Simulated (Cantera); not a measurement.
An adiabatic, constant-pressure homogeneous reactor starts with C3H8 : O2 : N2 = 1 : 4.55 : 17.1 (molar parts), equivalence ratio 1.1, at 1150 K and 101000 Pa. Integrator tolerance rtol = 1e-08.

Model: GRI-Mech 3.0 (53 species, 325 reactions), integrated in Cantera. GRI-Mech 3.0 was tuned for natural gas; its chemistry of propane as a main component is partial and can be far from experiment.

Problem. What does this change do: C3H8 1 to 1.3 parts?

Solution. 
| quantity | before | after |
|---|---|---|
| time of steepest temperature rise | 18.0 ms | 18.2 ms |
| temperature at 0.600 s | 2649 K | 2601 K |
| equilibrium temperature | 2649 K | 2601 K |
| x(C3H8) at 0.600 s | <1e-12 (gas-phase equilibrium <1e-12) | <1e-12 (gas-phase equilibrium <1e-12) |
| x(O2) at 0.600 s | 0.0101 (gas-phase equilibrium 0.0101) | 0.000775 (gas-phase equilibrium 0.000775) |
| x(NO) at 0.600 s | 0.00606 (gas-phase equilibrium 0.00606) | 0.00150 (gas-phase equilibrium 0.00150) |
| x(O) at 0.600 s | 0.00292 (gas-phase equilibrium 0.00292) | 0.000650 (gas-phase equilibrium 0.000650) |
| x(HO2) at 0.600 s | 2.49e-6 (gas-phase equilibrium 2.49e-6) | 3.28e-7 (gas-phase equilibrium 3.28e-7) |
